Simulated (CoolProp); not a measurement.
n-nonane along the isobar 0.101 MPa: Z from the reference equation and from simpler models built on Tc = 594.5 K, pc = 2.282 MPa, ω = 0.443; each cubic takes its own stable root.

Values from CoolProp's reference Helmholtz-energy equation of state, Lemmon 2006. It is a short technical equation, of lower accuracy than the large ones.

| T (K) | phase | reference |
|---|---|---|
| 419.2 | liquid | 0.006060 |
| 445.1 | gas | 0.9523 |
| 470.9 | gas | 0.9618 |
| 496.7 | gas | 0.9689 |
| 522.5 | gas | 0.9744 |
| 548.4 | gas | 0.9787 |
| 574.2 | gas | 0.9821 |
| 600 | gas | 0.9849 |

### Question
How far does each simpler model (van der Waals, Redlich-Kwong, Soave-Redlich-Kwong, Peng-Robinson) lie from the reference over these 8 states: mean and median of the absolute difference, and the worst?

### Answer
- van der Waals: mean 1987.9 %, median 0.9 %, worst +15896.7 % at 419.2 K and 0.101 MPa
- Redlich-Kwong: mean 1965.5 %, median 0.5 %, worst +15720.1 % at 419.2 K and 0.101 MPa
- Soave-Redlich-Kwong: mean 2.4 %, median 0.2 %, worst +17.3 % at 419.2 K and 0.101 MPa
- Peng-Robinson: mean 0.6 %, median 0.1 %, worst +3.7 % at 419.2 K and 0.101 MPa

At some of these states van der Waals, Redlich-Kwong gives the other phase, because its saturation line lies elsewhere.
